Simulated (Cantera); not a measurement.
Input: 1 mol PbO, 0.13 mol CO, 11 mol H₂, held at 30.0 mbar.

Method: chemical equilibrium by Gibbs-energy minimisation in Cantera with the NASA 1993 tables (ideal gas, pure condensed phases). Candidate condensed phases: C, C₆H₆, C₇H₈, C₈H₁₈, H₂O, Pb, PbO, PbO₂, Pb₃O₄; 113 gas species. Kinetics and transport are ignored.

x: gas mole fraction; n: condensed amount in mol.

```json
[
 {"T (K)": "723", "x H₂": "0.888", "x H₂O": "0.0997", "x CO": "0.00136", "x CH₄": "0.00937", "x CO₂": "0.00117", "x Pb": "(withheld)", "x H": "<1e-12", "n Pb(l)": "1.000"},
 {"T (K)": "748", "x H₂": "0.893", "x H₂O": "0.0956", "x CO": "0.00311", "x CH₄": "0.00665", "x CO₂": "0.00207", "x Pb": "(withheld)", "x H": "1.57e-12", "n Pb(l)": "1.000"},
 {"T (K)": "773", "x H₂": "0.897", "x H₂O": "0.0915", "x CO": "0.00526", "x CH₄": "0.00376", "x CO₂": "0.00275", "x Pb": "(withheld)", "x H": "4.96e-12", "n Pb(l)": "1.000"},
 {"T (K)": "798", "x H₂": "0.899", "x H₂O": "0.0890", "x CO": "0.00700", "x CH₄": "0.00176", "x CO₂": "0.00296", "x Pb": "(withheld)", "x H": "1.46e-11", "n Pb(l)": "1.000"},
 {"T (K)": "823", "x H₂": "0.900", "x H₂O": "0.0879", "x CO": "0.00809", "x CH₄": "0.000748", "x CO₂": "0.00286", "x Pb": "(withheld)", "x H": "4.02e-11", "n Pb(l)": "1.000"},
 {"T (K)": "848", "x H₂": "0.901", "x H₂O": "0.0876", "x CO": "0.00875", "x CH₄": "0.000311", "x CO₂": "0.00263", "x Pb": "(withheld)", "x H": "1.04e-10", "n Pb(l)": "1.000"},
 {"T (K)": "873", "x H₂": "0.901", "x H₂O": "0.0876", "x CO": "0.00917", "x CH₄": "0.000131", "x CO₂": "0.00238", "x Pb": "(withheld)", "x H": "2.56e-10", "n Pb(l)": "1.000"},
 {"T (K)": "898", "x H₂": "0.901", "x H₂O": "0.0878", "x CO": "0.00948", "x CH₄": "5.75e-5", "x CO₂": "0.00215", "x Pb": "(withheld)", "x H": "6.00e-10", "n Pb(l)": "1.000"},
 {"T (K)": "923", "x H₂": "0.900", "x H₂O": "0.0879", "x CO": "0.00972", "x CH₄": "2.61e-5", "x CO₂": "0.00194", "x Pb": "(withheld)", "x H": "1.34e-9", "n Pb(l)": "0.999"},
 {"T (K)": "948", "x H₂": "0.900", "x H₂O": "0.0881", "x CO": "0.00991", "x CH₄": "1.23e-5", "x CO₂": "0.00175", "x Pb": "(withheld)", "x H": "2.87e-9", "n Pb(l)": "0.998"},
 {"T (K)": "973", "x H₂": "0.900", "x H₂O": "0.0882", "x CO": "0.0101", "x CH₄": "5.99e-6", "x CO₂": "0.00159", "x Pb": "(withheld)", "x H": "5.92e-9", "n Pb(l)": "0.997"},
 {"T (K)": "998", "x H₂": "0.899", "x H₂O": "0.0884", "x CO": "0.0102", "x CH₄": "3.02e-6", "x CO₂": "0.00145", "x Pb": "(withheld)", "x H": "1.18e-8", "n Pb(l)": "0.994"}
]
```

Problem. Complete the blanks.

Solution. 
- 723, x Pb: 1.03e-7
- 748, x Pb: 2.92e-7
- 773, x Pb: 7.70e-7
- 798, x Pb: 1.91e-6
- 823, x Pb: 4.48e-6
- 848, x Pb: 9.97e-6
- 873, x Pb: 2.12e-5
- 898, x Pb: 4.32e-5
- 923, x Pb: 8.45e-5
- 948, x Pb: 0.000160
- 973, x Pb: 0.000292
- 998, x Pb: 0.000516
